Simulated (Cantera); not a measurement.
**Thermodynamics of silicon epitaxy and polysilicon growth, feed Si₂H₆ + Cl₂ + H₂**

A closed system holds: 1 mol Si₂H₆, a varied amount of Cl₂, 9.6 mol H₂, equilibrated at 1700 K and 1.60 bar.

Cantera equilibrium calculation (NASA polynomials, part measured and part estimated; ideal gas, pure solids and liquids). Candidate condensed phases: Si; 19 gas species. The feed counts by its element totals alone. The tables' values for SiCl₃ are old estimates; treat these amounts as uncertain. Gases not in the tables: Si₂H₆ and higher silanes. Equilibrium is a limit: real reactors are often held back by kinetics, nucleation or transport.

```tsv
n(Cl₂) (mol)	x H₂	x HCl	x SiCl₂	x SiCl₃	n Si(l)
0.07	0.989	0.0103	0.000381	4.00e-6	1.99
0.16	0.977	0.0215	0.00169	3.74e-5	1.98
0.25	0.965	0.0311	0.00359	0.000116	1.95
0.34	0.954	0.0396	0.00588	0.000242	1.92
0.43	0.944	0.0471	0.00842	0.000415	1.88
0.52	0.934	0.0539	0.0111	0.000632	1.84
0.61	0.924	0.0600	0.0140	0.000888	1.80
0.69	0.916	0.0651	0.0166	0.00115	1.75
0.78	0.908	0.0703	0.0195	0.00147	1.71
```
x: gas mole fraction; n: condensed amount in mol.

From 0.07 mol Cl₂ to 0.78 mol Cl₂ the condensed part is Si(l). The main Si-bearing gas is SiCl₂ throughout. The share of Si in condensed phases is highest at 0.07 mol Cl₂ (99.7 %) and lowest at 0.78 mol Cl₂ (85.3 %).
